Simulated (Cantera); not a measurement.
Cantera run:

```python
import numpy as np
import cantera as ct

gas_names = """
    CL CL2 N N2 Si SiCL SiCL2 SiCL3 SiCL4 SiN Si2 Si2N Si3
""".split()
cond_names = """
    Si(cr) Si(L) Si3N4(a)
""".split()


def load(file, names, dense=False):
    # The tables refer to 1 bar. Condensed volumes are neglected.
    table = {s.name: s for s in ct.Species.list_from_file(file)}
    out = []
    for n in names:
        d = dict(table[n].input_data)
        d["thermo"] = dict(d["thermo"], **{"reference-pressure": 1e5})
        if dense:
            d["equation-of-state"] = {"model": "constant-volume", "density": "1e6 g/cm^3"}
        out.append(ct.Species.from_dict(d))
    return out


gas = ct.Solution(thermo="ideal-gas", species=load("nasa_gas.yaml", gas_names))
cond = {s.name: ct.Solution(thermo="fixed-stoichiometry", species=[s], name=s.name)
        for s in load("nasa_condensed.yaml", cond_names, dense=True)}
atoms = {
    'SiCl4': {'Si': 1, 'CL': 4},
    'Cl2': {'CL': 2},
    'N2': {'N': 2},
}
top_T = {'Si3N4(a)': 2400}  # K; cautious upper limits of use, not melting points


def equilibrate(T, P, feed):
    n = {}
    for name, mol in feed.items():
        for a, k in atoms[name].items():
            n[a] = n.get(a, 0.0) + k * mol
    gas.TPX = T, P, n
    mass = sum(n.values()) * gas.mean_molecular_weight
    gas.equilibrate("TP")
    valid = [c for c in cond.values() if c.min_temp <= T <= top_T.get(c.name, c.max_temp)]
    mix = ct.Mixture([(gas, mass / gas.mean_molecular_weight)] + [(c, 0.0) for c in valid])
    mix.T, mix.P = T, P
    mix.equilibrate("TP", solver="vcs", rtol=1e-11, max_steps=5000)
    return mix


results = []
feed = {'SiCl4': 1, 'Cl2': 0.23, 'N2': 6.5}  # mol
T = 1375  # K
P = 910  # Pa
mix = equilibrate(T, P, feed)
results.append((T, P, feed, dict(zip(mix.species_names, mix.species_moles))))
print(gas.report(threshold=1e-05))
for i in range(1, mix.n_phases):
    print(f"{mix.phase(i).name:16s} {mix.phase_moles(i):12.5e} mol")
```

It prints:

```
       temperature   1375 K
          pressure   910 Pa
           density   0.0037362 kg/m^3
  mean mol. weight   46.938 kg/kmol
   phase of matter   gas

                          1 kg             1 kmol
                     ---------------   ---------------
          enthalpy       -7.9216e+05       -3.7183e+07  J
   internal energy       -1.0357e+06       -4.8615e+07  J
           entropy            6683.9        3.1373e+05  J/K
    Gibbs function       -9.9826e+06       -4.6856e+08  J
 heat capacity c_p            921.58             43257  J/K
 heat capacity c_v            744.44             34943  J/K

                      mass frac. Y      mole frac. X     chem. pot. / RT
                     ---------------   ---------------   ---------------
                CL           0.02232          0.029553           -19.492
               CL2          0.021996          0.014562           -38.984
                N2           0.49443           0.82843           -30.636
             SiCL3        0.00013943        4.8684e-05           -93.985
             SiCL4           0.46111            0.1274           -113.48
     [   +8 minor]        1.8027e-07        8.5483e-08

Si(cr)            0.00000e+00 mol
Si3N4(a)          0.00000e+00 mol
```

These are equilibrium values from Cantera (NASA tables, ideal gas, pure condensed phases), not measurements of a reactor. The tables' values for SiCl3 are old estimates; treat these amounts as uncertain.
